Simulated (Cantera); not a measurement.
## N2O furnace oxynitridation

An isothermal, constant-pressure homogeneous reactor starts with 13.0 % N₂O, 0.207 % H₂, 86.8 % N₂, at 1600 K and 15000 Pa.

Computed with Cantera and GRI-Mech 3.0 (53 species, 325 reactions). GRI-Mech 3.0 was tuned for natural gas; its chemistry of N2O as a main component is partial and can be far from experiment. The temperature is held fixed by assumption; the heat of reaction is taken as removed at once.

```json
[
 {"t (s)": "9.00e-5", "x N₂O": "0.129", "x H₂": "0.00203", "x O": "8.19e-5", "x NO": "2.96e-5", "x OH": "4.17e-5", "x H₂O₂": "2.26e-10", "x H": "5.67e-6"},
 {"t (s)": "0.000419", "x N₂O": "0.128", "x H₂": "0.00140", "x O": "0.000110", "x NO": "0.000294", "x OH": "0.000223", "x H₂O₂": "6.44e-9", "x H": "1.67e-5"},
 {"t (s)": "0.00195", "x N₂O": "0.121", "x H₂": "0.000135", "x O": "0.000144", "x NO": "0.00155", "x OH": "0.000158", "x H₂O₂": "4.32e-9", "x H": "3.05e-6"},
 {"t (s)": "0.00911", "x N₂O": "0.0990", "x H₂": "1.20e-6", "x O": "0.000148", "x NO": "0.00677", "x OH": "0.000110", "x H₂O₂": "1.39e-9", "x H": "1.48e-6"},
 {"t (s)": "0.0424", "x N₂O": "0.0402", "x H₂": "1.46e-6", "x O": "0.000133", "x NO": "0.0202", "x OH": "0.000108", "x H₂O₂": "7.86e-10", "x H": "2.07e-6"},
 {"t (s)": "0.198", "x N₂O": "0.00117", "x H₂": "9.31e-7", "x O": "5.09e-5", "x NO": "0.0278", "x OH": "6.79e-5", "x H₂O₂": "3.09e-10", "x H": "8.25e-7"},
 {"t (s)": "0.921", "x N₂O": "3.18e-7", "x H₂": "1.56e-7", "x O": "8.11e-6", "x NO": "0.0279", "x OH": "2.72e-5", "x H₂O₂": "5.78e-11", "x H": "5.61e-8"},
 {"t (s)": "4.29", "x N₂O": "2.82e-7", "x H₂": "1.56e-7", "x O": "8.11e-6", "x NO": "0.0279", "x OH": "2.72e-5", "x H₂O₂": "5.78e-11", "x H": "5.61e-8"},
 {"t (s)": "20.0", "x N₂O": "2.77e-7", "x H₂": "1.56e-7", "x O": "8.12e-6", "x NO": "0.0276", "x OH": "2.72e-5", "x H₂O₂": "5.78e-11", "x H": "5.60e-8"}
]
```
x: mole fraction; the columns are a selection and need not sum to one.

Equilibrium at this temperature and pressure: N₂O 2.84e-8, H₂ 1.37e-7, O 9.18e-6, NO 0.00113, OH 2.89e-5, H₂O₂ 6.54e-11, H 5.23e-8 (gas phase only).
